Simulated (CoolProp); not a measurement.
CH2F2 (R32) along the isobar 0.628 MPa: density (kg/m³) from the reference equation and from simpler models built on Tc = 351.3 K, pc = 5.783 MPa, ω = 0.277; each cubic takes its own stable root.

Computed with CoolProp (reference Helmholtz-energy equation of state, Tillner-Roth 1997).

```json
[
 {"T (K)": "285.6", "phase": "gas", "reference": "15.22"},
 {"T (K)": "298.9", "phase": "gas", "reference": "14.29"},
 {"T (K)": "312.2", "phase": "gas", "reference": "13.49"},
 {"T (K)": "325.5", "phase": "gas", "reference": "12.81"},
 {"T (K)": "338.8", "phase": "gas", "reference": "12.20"},
 {"T (K)": "352.1", "phase": "gas", "reference": "11.66"},
 {"T (K)": "365.4", "phase": "gas", "reference": "11.17"},
 {"T (K)": "378.7", "phase": "gas", "reference": "10.73"}
]
```

Q: How far does each simpler model (van der Waals, Redlich-Kwong, Soave-Redlich-Kwong, Peng-Robinson) lie from the reference over these 8 states: mean and median of the absolute difference, and the worst?

A: 
- van der Waals: mean 1.9 %, median 1.6 %, worst -4.3 % at 285.6 K and 0.628 MPa
- Redlich-Kwong: mean 1.1 %, median 0.9 %, worst -2.8 % at 285.6 K and 0.628 MPa
- Soave-Redlich-Kwong: mean 1.0 %, median 0.8 %, worst -2.1 % at 285.6 K and 0.628 MPa
- Peng-Robinson: mean 0.5 %, median 0.3 %, worst -1.6 % at 285.6 K and 0.628 MPa
